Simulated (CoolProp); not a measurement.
Saturation properties of R124 (Tc = 122.3 °C, pc = 3.624 MPa, ω = 0.288).

Model: reference Helmholtz-energy equation of state, de Vries 1995, in CoolProp.

| T (°C) | p (MPa) | enthalpy of vaporisation (kJ/kg) | vapour Z | vapour viscosity (µPa s) | liquid conductivity (mW/(m K)) |
|---|---|---|---|---|---|
| -14.45 | 0.09119 | 167.0 | 0.9599 | (withheld) | 83.1 |
| -2.85 | 0.1462 | 161.4 | (withheld) | 11.7 | 79.1 |
| 8.75 | 0.2241 | (withheld) | 0.9250 | 12.2 | 75.2 |
| 20.25 | 0.3295 | 149.3 | 0.9022 | 12.7 | (withheld) |
| 31.85 | 0.4703 | 142.5 | 0.8751 | 13.3 | 67.6 |
| 43.35 | 0.6505 | (withheld) | 0.8437 | 13.9 | 64.1 |
| 54.95 | 0.8801 | 127.0 | 0.8072 | 14.5 | 60.6 |
| 66.45 | 1.163 | 117.9 | 0.7654 | (withheld) | (withheld) |

Problem. Complete the blanks.

Solution. 
- -14.45, vapour viscosity (µPa s): 11.1
- -2.85, vapour Z: 0.9442
- 8.75, enthalpy of vaporisation (kJ/kg): 155.5
- 20.25, liquid conductivity (mW/(m K)): 71.3
- 43.35, enthalpy of vaporisation (kJ/kg): 135.1
- 66.45, vapour viscosity (µPa s): 15.3
- 66.45, liquid conductivity (mW/(m K)): 57.4

It boils at -12.0 °C under 1 atm.

Viscosity comes from a separate model (Bell 2016), an estimate that may be off by 10 % or more. Thermal conductivity comes from a separate model (Huber 2003), an estimate that may be off by 10 % or more.
